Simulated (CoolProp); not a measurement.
Vapour-liquid equilibrium of R1234yf (1) + isobutane (2) at 0.152 MPa; x and y are mole fractions of (1).

Computed with CoolProp (multi-fluid Helmholtz-energy mixture model, Lemmon 2022 and Bücker 2006; pair parameters Bell 2016).

Task: Give the bubble temperature and the first vapour's composition at x = 0.15, 0.45, 0.85. Is there an azeotrope?

Result: x = 0.15: 260.3 K, y = 0.429; x = 0.45: 254.3 K, y = 0.636; x = 0.85: 252.6 K, y = 0.842. y crosses x between x = 0.75 and 0.85: the model has an azeotrope there.

Pair parameters are fitted to limited data, so mixtures are less certain than the pure fluids.
